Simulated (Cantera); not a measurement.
Charge: 1 mol c-C₄F₈, 0.053 mol Si, at 2.70 Pa.

Cantera equilibrium calculation (NASA polynomials, part measured and part estimated; ideal gas, pure solids and liquids). Candidate condensed phases: C, Si, SiC; 23 gas species. The feed counts by its element totals alone. Gases not in the tables: C₂F₆ and larger saturated fluorocarbons. Equilibrium is a limit: real reactors are often held back by kinetics, nucleation or transport.

x: gas mole fraction; n: condensed amount in mol.

```
T (K)  x CF₄      x F    x CF₂  x SiF₄     x CF₃  x CF  n C(graphite)
-----  -----  -------  -------  ------  --------  ----  -------------
1473   0.965  0.00328  0.00536  0.0264  0.000303   [?]           2.05
1523   0.954  0.00764   0.0113  0.0262  0.000553   [?]           2.05
1573   0.934   0.0168   0.0224  0.0259  0.000961   [?]           2.04
1623   0.896   0.0351   0.0424  0.0252   0.00159   [?]           2.03
1673   0.829   0.0694   0.0755  0.0241   0.00247   [?]           2.01
1723   0.719    0.130    0.126  0.0222   0.00356   [?]           1.98
1773   0.558    0.227    0.191  0.0194   0.00459   [?]           1.94
1823   0.357    0.366    0.256  0.0158   0.00499   [?]           1.93
1873   0.168    0.530    0.285  0.0121   0.00421   [?]           2.00
```

Problem. Complete the blanks.

Solution. 
- 1473, x CF: 4.22e-7
- 1523, x CF: 1.54e-6
- 1573, x CF: 5.18e-6
- 1623, x CF: 1.60e-5
- 1673, x CF: 4.59e-5
- 1723, x CF: 0.000122
- 1773, x CF: 0.000295
- 1823, x CF: 0.000649
- 1873, x CF: 0.00126
